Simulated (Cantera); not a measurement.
An adiabatic, constant-pressure homogeneous reactor starts with CH4 : O2 : N2 = 1 : 0.87 : 3.27 (molar parts), at 1350 K and 0.640 bar. Integrator tolerance rtol = 1e-08.

Computed with Cantera and GRI-Mech 3.0 (53 species, 325 reactions).

### Question
What does this change do: CH4 1 to 0.69 parts?

### Answer
```
quantity                                                              before                                      after
---------------------------------  -----------------------------------------  -----------------------------------------
time of steepest temperature rise                                    13.9 ms                                    11.2 ms
temperature at 0.200 s                                                2235 K                                     2576 K
equilibrium temperature                                               2235 K                                     2576 K
x(CH4) at 0.200 s                  5.96e-11 (gas-phase equilibrium 6.71e-11)      <1e-12 (gas-phase equilibrium <1e-12)
x(O2) at 0.200 s                     7.61e-7 (gas-phase equilibrium 7.62e-7)  0.000375 (gas-phase equilibrium 0.000375)
x(O) at 0.200 s                      3.68e-6 (gas-phase equilibrium 3.68e-6)  0.000507 (gas-phase equilibrium 0.000507)
x(HO2) at 0.200 s                  5.01e-10 (gas-phase equilibrium 5.02e-10)    1.69e-7 (gas-phase equilibrium 1.69e-7)
x(H2O2) at 0.200 s                 2.71e-10 (gas-phase equilibrium 2.71e-10)    2.03e-8 (gas-phase equilibrium 2.03e-8)
```

### Question
What does this change do: constant volume in place of constant pressure?

### Answer
```
quantity                                                              before                                      after
---------------------------------  -----------------------------------------  -----------------------------------------
time of steepest temperature rise                                    13.9 ms                                    12.8 ms
temperature at 0.200 s                                                2235 K                                     2498 K
equilibrium temperature                                               2235 K                                     2498 K
x(CH4) at 0.200 s                  5.96e-11 (gas-phase equilibrium 6.71e-11)  8.57e-11 (gas-phase equilibrium 9.63e-11)
x(O2) at 0.200 s                     7.61e-7 (gas-phase equilibrium 7.62e-7)    6.09e-6 (gas-phase equilibrium 6.09e-6)
x(O) at 0.200 s                      3.68e-6 (gas-phase equilibrium 3.68e-6)    2.95e-5 (gas-phase equilibrium 2.95e-5)
x(HO2) at 0.200 s                  5.01e-10 (gas-phase equilibrium 5.02e-10)    6.30e-9 (gas-phase equilibrium 6.30e-9)
x(H2O2) at 0.200 s                 2.71e-10 (gas-phase equilibrium 2.71e-10)    2.18e-9 (gas-phase equilibrium 2.18e-9)
```

### Question
What does this change do: pressure from 0.640 bar to 1.00 bar?

### Answer
| quantity | before | after |
|---|---|---|
| time of steepest temperature rise | 13.9 ms | 9.92 ms |
| temperature at 0.200 s | 2235 K | 2239 K |
| equilibrium temperature | 2235 K | 2239 K |
| x(CH4) at 0.200 s | 5.96e-11 (gas-phase equilibrium 6.71e-11) | 1.42e-10 (gas-phase equilibrium 1.61e-10) |
| x(O2) at 0.200 s | 7.61e-7 (gas-phase equilibrium 7.62e-7) | 5.15e-7 (gas-phase equilibrium 5.15e-7) |
| x(O) at 0.200 s | 3.68e-6 (gas-phase equilibrium 3.68e-6) | 2.49e-6 (gas-phase equilibrium 2.49e-6) |
| x(HO2) at 0.200 s | 5.01e-10 (gas-phase equilibrium 5.02e-10) | 4.25e-10 (gas-phase equilibrium 4.25e-10) |
| x(H2O2) at 0.200 s | 2.71e-10 (gas-phase equilibrium 2.71e-10) | 2.83e-10 (gas-phase equilibrium 2.83e-10) |
